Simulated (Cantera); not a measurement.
A closed system holds: 1 mol Si3N4, a varied amount of C, 2.5 mol H2, held at 1525 K and 100000 Pa.

These are equilibrium values from Cantera (NASA tables, ideal gas, pure condensed phases), not measurements of a reactor. Candidate condensed phases: C, C6H6, C7H8, C8H18, Si, SiC, Si3N4; 105 gas species. Mutual solubility and eutectic melting of coexisting phases are not modelled. Rates play no part.

Task: At 0.68 mol C, list the 5 most abundant gas species with their mole fractions, and the condensed phases.

Result: H2 0.891, N2 0.107, CH4 0.00181, HCN 0.000388, H 2.23e-5. Condensed: C(graphite) + SiC(s) + Si3N4(s).
